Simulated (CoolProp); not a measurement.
The fluid at 298.15 K and 1.87 MPa flows at 3.8 m/s in a round tube of 20 mm bore and 1.5 µm roughness, fully developed (64/Re and Nu = 3.66 if laminar; Colebrook and Gnielinski if turbulent). The same conditions are run with several fluids, on thermodynamics alone (safety and materials aside).

Values from CoolProp's reference Helmholtz-energy equation of state of each fluid (propylene: Lemmon 2013; C3F8 (R218): Lemmon 2006; R22: Kamei 1995; ethanol: Schroeder 2014; n-pentane: Thol 2019).

```csv
fluid,Reynolds number,Darcy friction factor,pressure drop (Pa/m),heat-transfer coefficient (W/(m² K)),mass flow (kg/h)
propylene,401000,(withheld),(withheld),6660,(withheld)
C3F8 (R218),(withheld),0.0139,6710,5390,5760
R22,703000,0.0136,5860,7510,5140
ethanol,54600,0.0208,(withheld),4120,3380
n-pentane,257000,0.0156,3510,5910,(withheld)
```

Question: Complete the blanks.

Answer: 
- propylene, Darcy friction factor: 0.0146
- propylene, pressure drop (Pa/m): 2680
- propylene, mass flow (kg/h): 2190
- C3F8 (R218), Reynolds number: 581000
- ethanol, pressure drop (Pa/m): 5900
- n-pentane, mass flow (kg/h): 2680

Transport values come from each fluid's own correlations; those of propylene, C3F8 (R218), R22, n-pentane are estimates that may be off by 10 % or more.
